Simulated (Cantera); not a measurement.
Charge: 1 mol H2O, 1.2 mol H2, equilibrated at 2150 °C and 1.80 mbar.

Method: chemical equilibrium by Gibbs-energy minimisation in Cantera with the NASA 1993 tables (ideal gas, pure condensed phases). Candidate condensed phases: H2O; 9 gas species. The numbers say what is thermodynamically allowed, not how fast it happens.

Base state: H2 0.374, H2O 0.306, H 0.256, OH 0.0396, O 0.0181, O2 0.00612 (mole fractions); condensed: gas only.

Question: What changes in the equilibrium state with this change: H2 from 1.2 to 0.3 mol?

Answer: 
```json
[
 {"species": "H2O", "before": "0.306", "after": "0.429"},
 {"species": "H2", "before": "0.374", "after": "0.226"},
 {"species": "H", "before": "0.256", "after": "0.199"},
 {"species": "O2", "before": "0.00612", "after": "0.0328"},
 {"species": "O", "before": "0.0181", "after": "0.0419"},
 {"species": "OH", "before": "0.0396", "after": "0.0714"}
]
```
